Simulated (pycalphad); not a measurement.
Source of the numbers: pycalphad with the COST 507 light-alloy database (1999); pressure 1 atm. The data set is of 1999 and partly superseded. Phase fractions are per mole of atoms.

Give the equilibrium state of Al-6.218Si-0.3748C (wt.%) at 802 °C.


```
T = 1075.00 K, P = 101325 Pa, N = 1 mol of atoms
G = -49252 J/mol, H = 33801 J/mol, S = 77.26 J/(mol K)  (SER reference)
chemical potentials (J/mol): Al -48865, Si -52338, C -70305
phase             fraction      x(Al)      x(Si)       x(C)
LIQUID              0.9808     0.9405     0.0595   3.59e-08
AL8SIC7             0.0192     0.5000     0.0625     0.4375
```

Give the equilibrium state of Al-6.218Si-0.3748C (wt.%) at 402 °C.


```
T = 675.00 K, P = 101325 Pa, N = 1 mol of atoms
G = -23620 J/mol, H = 9425 J/mol, S = 48.95 J/(mol K)  (SER reference)
chemical potentials (J/mol): Al -23625, Si -16540, C -73308
phase             fraction      x(Al)      x(Si)       x(C)
FCC_A1              0.9248     0.9974     0.0026   2.84e-14
DIAMOND_A4          0.0560   1.42e-08     1.0000   1.64e-13
AL8SIC7             0.0192     0.5000     0.0625     0.4375
```

Database names, with the compositions (at.%) that they take in these runs: AL8SIC7: Al 50 C 44 Si 6. FCC_A1 is fcc; DIAMOND_A4 is diamond (Si).
